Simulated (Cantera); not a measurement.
An adiabatic, constant-pressure homogeneous reactor starts with 11.2 % H2, 18.7 % O2, 70.1 % N2, equivalence ratio 0.30, at 1573 K and 1.20 bar.

Model: the H2/O2 subset of GRI-Mech 3.0, which has no nitrogen chemistry, integrated in Cantera.

Q: Predict: time of steepest temperature rise; temperature at 2.00 s; equilibrium temperature; x(H2) at 2.00 s; x(O2) at 2.00 s; x(H2O2) at 2.00 s; x(O) at 2.00 s; x(HO2) at 2.00 s; x(OH) at 2.00 s.

A: 
| Item | Result |
|---|---|
| time of steepest temperature rise | 11.1 µs |
| temperature at 2.00 s | 2308 K |
| equilibrium temperature | 2308 K |
| x(H2) at 2.00 s | 0.000616 (gas-phase equilibrium 0.000616) |
| x(O2) at 2.00 s | 0.136 (gas-phase equilibrium 0.136) |
| x(H2O2) at 2.00 s | 2.08e-7 (gas-phase equilibrium 2.08e-7) |
| x(O) at 2.00 s | 0.00176 (gas-phase equilibrium 0.00176) |
| x(HO2) at 2.00 s | 6.72e-6 (gas-phase equilibrium 6.72e-6) |
| x(OH) at 2.00 s | 0.00692 (gas-phase equilibrium 0.00692) |
